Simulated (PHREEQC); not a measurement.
# Alkaline etch or developer (model solution)

Dissolve 0.15 mol/kgw KOH, 0.013 mol/kgw H3BO3 and 0.0092 mol/kgw (CH3)4NCl at 70 °C. Closed to the air; pH follows from the charge balance.

Model: ion-association model, phreeqc.dat, run in PHREEQC.

```yaml
pH: 11.78
ionic_strength: 0.159 mol/kgw
density: 0.986 g/cm³
total_alkalinity: 150 meq/kg
```

```
species   molality  activity   log γ
--------  --------  --------  ------
K+           0.150     0.106  -0.149
OH-          0.137    0.0967  -0.152
H2BO3-      0.0130   0.00957  -0.133
Cl-        0.00920   0.00656  -0.147
(CH3)4N+   0.00920   0.00659  -0.145
H3BO3      1.31e-5   1.36e-5   0.016
```

This is a speciation only: nothing precipitates in the calculation. (CH3)4N+ isn't in the database: it is added as a free cation with an ion size of 4 Å. Constants without temperature data keep their 25 °C values here.
